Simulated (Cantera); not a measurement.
An isothermal, constant-pressure homogeneous reactor starts with 20.4 % NO, 79.6 % N2, at 2150 K and 0.0642 atm.

Computed with Cantera and GRI-Mech 3.0 (53 species, 325 reactions).

One state of this run: x NO = 0.198; x N2O = 1.76e-5; x N2 = 0.799; x O = 0.000677; x NO2 = 1.09e-5; x O2 = 0.00276. x: mole fraction; the columns are a selection and need not sum to one.

Q: Which value of t (s) does it belong to?
(A) 0.000772
(B) 0.117
(C) 0.488
(D) 0.000377

A: B, 0.117
